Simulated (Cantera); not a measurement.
**Equilibrium for oxide etching and cleaning by halides: B2O3 + F2 + O2**

Feed: 1 mol B2O3, 1.4 mol F2, 0.2 mol O2, held at 1302 °C and 1.35 Torr.

These are equilibrium values from Cantera (NASA tables, ideal gas, pure condensed phases), not measurements of a reactor. Candidate condensed phases: B, B2O3; 21 gas species. Kinetics and transport are ignored.

The x(BOF) is 0.551 and the x(O2) is 0.310. The x(BF3) comes out as 0.138 and the x(BOF2) is 0.000240. The x(O) is 0.000141 and the x(BO2) is 9.64e-5. The x(B2O3) comes out as 4.55e-5 and the x(F) comes out as 1.91e-5. The x(B3O3F3) is 1.85e-5 and the gas amount is 2.900 mol. The log10 activity of B(s) (absent) is -13.95.
